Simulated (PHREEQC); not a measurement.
**Acid mine or pickling water (model solution)**

Synthetic water in mmol/kgw, 20 °C, pH 3.1, pe 10.4:

```json
[
 {"constituent": "Na", "mmol/kgw": "3.31"},
 {"constituent": "K", "mmol/kgw": "0.0344"},
 {"constituent": "Ca", "mmol/kgw": "3.58"},
 {"constituent": "Mg", "mmol/kgw": "1.54"},
 {"constituent": "Cl", "mmol/kgw": "4.38"},
 {"constituent": "S(6)", "mmol/kgw": "7.26"},
 {"constituent": "B", "mmol/kgw": "0.00368"},
 {"constituent": "Zn", "mmol/kgw": "0.247"},
 {"constituent": "Mn(2)", "mmol/kgw": "0.0452"},
 {"constituent": "F", "mmol/kgw": "0.3"}
]
```

Valence states are taken as typed.

Model: ion-association model, phreeqc.dat, run in PHREEQC.

This is a speciation only: nothing precipitates in the calculation.

Problem. What ionic strength does the model give?

Solution. ionic strength 0.0239 mol/kgw.

Problem. In which forms is Mn present?

Solution. Mn+2 77 %, MnSO4 22 %, MnCl+ 0.8 % of the Mn.

Examples of supersaturated solids here: Fluorite. Others may be too. Real BF4- forms and hydrolyses slowly; the run takes it at equilibrium.
